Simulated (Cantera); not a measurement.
Input: 1 mol BN, 0.021 mol H2, held at 1477 °C and 1 atm.

Cantera equilibrium calculation (NASA polynomials, part measured and part estimated; ideal gas, pure solids and liquids). Candidate condensed phases: B, BN; 15 gas species. The tables' values for BH2 are old estimates; treat these amounts as uncertain. The numbers say what is thermodynamically allowed, not how fast it happens.

Base state: H2 1.000, H 0.000231, BH2 2.81e-5, N2 1.67e-5 (mole fractions); condensed: BN(s).

**Question.** What changes in the equilibrium state with this change: pressure from 1 atm to 0.0338 Torr?

**Answer.** 
| species | before | after |
|---|---|---|
| H2 | 1.000 | 0.930 |
| N2 | 1.67e-5 | 0.0366 |
| H | 0.000231 | 0.0334 |
| BH2 | 2.81e-5 | 8.38e-5 |
| B | <1e-9 | 2.52e-5 |
| BN(s), mol | 1.000 | 0.998 |
| B(s), mol | 0 | 0.00162 |
Mutual solubility and eutectic melting of coexisting phases are not modelled.

**Question.** What changes in the equilibrium state with this change: pressure from 1 atm to 10.0 Torr?

**Answer.** 
```json
[
 {"species": "H2", "before": "1.000", "after": "0.998"},
 {"species": "H", "before": "0.000231", "after": "0.00201"},
 {"species": "N2", "before": "1.67e-5", "after": "0.000123"},
 {"species": "BH2", "before": "2.81e-5", "after": "9.00e-5"},
 {"species": "BN(s), mol", "before": "1.000", "after": "1.000"}
]
```

**Question.** What changes in the equilibrium state with this change: 0.08 mol O2 added?

**Answer.** 
```
species        before    after
------------  -------  -------
N2            1.67e-5    0.713
H2              1.000    0.275
HBO2                0  0.00656
HBO                 0  0.00214
H2O                 0  0.00173
B2O3                0  0.00165
BN(s), mol      1.000    0.894
B2O3(l), mol        0   0.0528
```
Mutual solubility and eutectic melting of coexisting phases are not modelled. Further candidate phases: B2O3, B3O3H3, H2O.
